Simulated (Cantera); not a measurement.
Feed: 1 mol Si, 2.6 mol Cl₂, 0.57 mol F₂, at 0.0133 bar.

These are equilibrium values from Cantera (NASA tables, ideal gas, pure condensed phases), not measurements of a reactor. Candidate condensed phases: Si; 17 gas species. Rates play no part. All values below are at 627 °C.

Base state: Cl₂ 0.539, SiCl₄ 0.329, SiF₄ 0.131, Cl 0.000470 (mole fractions); condensed: gas only.

**Question.** What changes in the equilibrium state with this change: F₂ from 0.57 to 1.2 mol?

**Answer.** 
| species | before | after |
|---|---|---|
| Cl₂ | 0.539 | 0.642 |
| SiF₄ | 0.131 | 0.214 |
| SiCl₄ | 0.329 | 0.143 |
| Cl | 0.000470 | 0.000513 |
